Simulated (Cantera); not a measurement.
Feed: 1 mol SiH2Cl2, 0.76 mol C2H4, 250 mol H2, equilibrated at 1950 K and 13.3 mbar.

These are equilibrium values from Cantera (NASA tables, ideal gas, pure condensed phases), not measurements of a reactor. Candidate condensed phases: C, C6H6, C7H8, C8H18, Si, SiC; 109 gas species. Rates play no part.

Base state: H2 0.982, H 0.00984, HCl 0.00777, C2H2 (acetylene) 0.000537, Si 8.10e-5, Cl 5.84e-5 (mole fractions); condensed: C(graphite) + SiC(s).

**Question.** What changes in the equilibrium state with this change: pressure from 13.3 mbar to 1.33 mbar?

**Answer.** 
```csv
species,before,after
H2,0.982,0.960
H,0.00984,0.0308
HCl,0.00777,0.00756
Si,8.10e-5,0.000810
SiC2,2.64e-6,2.64e-5
Si2C,1.79e-6,1.79e-5
SiH,7.09e-6,2.22e-5
"C(graphite), mol",0.270,0.466
"SiC(s), mol",0.973,0.764
```
